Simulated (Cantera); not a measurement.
Mixture: 7.09 % C2H4, 19.4 % O2, 73.0 % N2, 0.525 % H2O, equivalence ratio 1.1, at 1000000 Pa, adiabatic and at constant volume. Ignition delay is the time to a rise of 400 K.

Detailed kinetics in Cantera: GRI-Mech 3.0 (53 species, 325 reactions). GRI-Mech 3.0 was tuned for natural gas; its chemistry of ethylene as a main component is partial and can be far from experiment. Where the delays flatten at high temperature, the 400 K rule measures the pace of heat release, not the induction time.

Question: Predict: delay at 1225 K; delay at 1425 K; delay at 1625 K; delay at 1825 K; delay at 2025 K; apparent activation energy between 1925 and 2125 K.

Answer: 
```json
{
  "delay at 1225 K": "0.448 ms",
  "delay at 1425 K": "10.8 µs",
  "delay at 1625 K": "2.46 µs",
  "delay at 1825 K": "1.18 µs",
  "delay at 2025 K": "0.699 µs",
  "apparent activation energy between 1925 and 2125 K": "80 kJ/mol"
}
```
